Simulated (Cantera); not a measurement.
Charge: 1 mol CH₃Cl, 0.13 mol CH₄, held at 1275 K and 75.0 Torr.

These are equilibrium values from Cantera (NASA tables, ideal gas, pure condensed phases), not measurements of a reactor. Candidate condensed phases: C, C₆H₆, C₇H₈, C₈H₁₈; 91 gas species. Rates play no part.

Base state: H₂ 0.557, HCl 0.443, CH₄ 0.000288 (mole fractions); condensed: C(graphite).

Problem. What changes in the equilibrium state with this change: CH₃Cl replaced by C₂F₆?

Solution. 
```tsv
species	before	after
CF₄	0	0.725
HF	0	0.275
H₂	0.557	<1e-9
HCl	0.443	0
CH₄	0.000288	<1e-9
C(graphite), mol	1.13	0.760
```
The feed counts by its element totals alone. Gases not in the tables: C₂F₆ and larger saturated fluorocarbons.

Problem. What changes in the equilibrium state with this change: temperature from 1275 K to 3300 K?

Solution. 
| species | before | after |
|---|---|---|
| H | 1.74e-6 | 0.462 |
| Cl | 1.17e-6 | 0.175 |
| H₂ | 0.557 | 0.160 |
| HCl | 0.443 | 0.0905 |
| C₃ | <1e-9 | 0.0565 |
| C₂H | <1e-9 | 0.0160 |
| C₂H₂ (acetylene) | 2.14e-7 | 0.0219 |
| C | <1e-9 | 0.00677 |
| C₂ | <1e-9 | 0.00609 |
| C(graphite), mol | 1.13 | 0.0603 |
The tables' values for CCl are old estimates; treat these amounts as uncertain.

Problem. What changes in the equilibrium state with this change: temperature from 1275 K to 2325 K?

Solution. 
```json
[
 {"species": "H₂", "before": "0.557", "after": "0.538"},
 {"species": "HCl", "before": "0.443", "after": "0.419"},
 {"species": "H", "before": "1.74e-6", "after": "0.0255"},
 {"species": "Cl", "before": "1.17e-6", "after": "0.0143"},
 {"species": "C₂HCl", "before": "<1e-9", "after": "1.73e-5"},
 {"species": "C₂H₂ (acetylene)", "before": "2.14e-7", "after": "0.00263"},
 {"species": "CH₄", "before": "0.000288", "after": "5.91e-6"},
 {"species": "C(graphite), mol", "before": "1.13", "after": "1.12"}
]
```
